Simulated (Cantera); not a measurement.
Feed: 1 mol Ta2O5, 0.88 mol CH4, 3 mol CO, equilibrated at 2423.15 K.

Equilibrium computed with Cantera from the NASA thermochemical tables; the gas is ideal and each condensed phase is pure. Candidate condensed phases: C, C6H6, C7H8, C8H18, H2O, Ta, TaC, Ta2O5; 113 gas species. Mutual solubility and eutectic melting of coexisting phases are not modelled. TaC: taken at fixed stoichiometry. Condensed phases not in the tables: Ta2C, N, O or C dissolved in the metal. Kinetics and transport are ignored.

x: gas mole fraction; n: condensed amount in mol.

| P (Pa) | x CO | x H2 | x H | x TaO2 | x TaO | x O | n Ta2O5(l) | n Ta(s) | n TaC(s) |
|---|---|---|---|---|---|---|---|---|---|
| 10 | 0.417 | 0.0313 | 0.314 | 0.208 | 0.00861 | 0.0150 | … | 0 | 0 |
| 42 | 0.441 | 0.0766 | 0.240 | 0.219 | 0.00586 | 0.00556 | … | 0 | 0 |
| 180 | 0.511 | 0.150 | 0.162 | 0.144 | 0.0307 | 0.000163 | … | 0 | 0 |
| 750 | 0.622 | 0.232 | 0.0986 | 0.0367 | 0.00873 | 3.49e-5 | … | 0.280 | 0 |
| 3200 | 0.662 | 0.273 | 0.0518 | 0.00859 | 0.00205 | 8.19e-6 | 0.798 | 0.341 | 0 |
| 13000 | 0.676 | 0.292 | 0.0266 | 0.00212 | 0.000504 | 2.02e-6 | 0.815 | 0.354 | 0 |
| 56000 | 0.667 | 0.315 | 0.0133 | 0.000452 | 9.14e-5 | 5.52e-7 | 0.871 | 0 | 0.256 |
| 240000 | 0.669 | 0.319 | 0.00647 | 8.57e-5 | 1.14e-5 | 1.95e-7 | 0.870 | 0 | 0.259 |
| 1000000 | 0.670 | 0.320 | 0.00317 | 1.68e-5 | 1.49e-6 | 7.05e-8 | 0.868 | 0 | 0.263 |

### Question
Complete the blanks.

### Answer

- 10, n Ta2O5(l): 0
- 42, n Ta2O5(l): 0.0200
- 180, n Ta2O5(l): 0.336
- 750, n Ta2O5(l): 0.719
